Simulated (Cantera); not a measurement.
A Cantera script and its output.

```python
import numpy as np
import cantera as ct

gas = ct.Solution("gri30.yaml")


def delay(T, t_max=10):
    gas.TPX = T, 100000, {'C3H8': 1, 'O2': 9.43, 'N2': 35.5}
    reactor = ct.IdealGasReactor(gas, clone=False)
    net = ct.ReactorNet([reactor])
    net.rtol, net.atol = 1e-8, 1e-16
    while net.time < t_max:
        t_old, T_old = net.time, reactor.T
        net.step()
        if reactor.T > T + 400:  # ignition: a rise of 400 K
            return t_old + (T + 400 - T_old) / (reactor.T - T_old) * (net.time - t_old)
    return np.nan


taus = []
for T in [1098, 1148, 1198, 1248, 1298, 1348, 1398, 1448, 1498, 1548]:
    taus.append(delay(T))
    print(f"T0 = {T:6g} K   tau = {taus[-1]:.4e} s")
```

Output:

```
T0 =   1098 K   tau = 5.1793e-02 s
T0 =   1148 K   tau = 1.6631e-02 s
T0 =   1198 K   tau = 5.7019e-03 s
T0 =   1248 K   tau = 2.1321e-03 s
T0 =   1298 K   tau = 8.7998e-04 s
T0 =   1348 K   tau = 4.0250e-04 s
T0 =   1398 K   tau = 2.0363e-04 s
T0 =   1448 K   tau = 1.1324e-04 s
T0 =   1498 K   tau = 6.8602e-05 s
T0 =   1548 K   tau = 4.4771e-05 s
```

Model: GRI-Mech 3.0 (53 species, 325 reactions), integrated in Cantera. GRI-Mech 3.0 was tuned for natural gas; its chemistry of propane as a main component is partial and can be far from experiment.
